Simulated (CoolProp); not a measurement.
Vapour-liquid equilibrium of R13 (1) + n-butane (2) at 239.6 K; x and y are mole fractions of (1).

The numbers come from the multi-fluid Helmholtz-energy mixture model, Platzer 1990 and Bücker 2006; pair parameters Bell 2016 in CoolProp. This equation is an older, rougher fit; its heat capacities, sound speeds and derivatives of the liquid may be far off and weren't checked against measurements.

Problem. Give the bubble pressure and the first vapour's composition at x = 0.25, 0.35, 0.65. Is there an azeotrope?

Solution. x = 0.25: 3.045 bar, y = 0.930; x = 0.35: 3.747 bar, y = 0.946; x = 0.65: 5.330 bar, y = 0.971. No azeotrope shows between x = 0.05 and 0.95.

The pair parameters rest on a limited set of measurements; away from them the model extrapolates. With so large a gap from Raoult's law the liquid may split in two, which this calculation doesn't test in full.
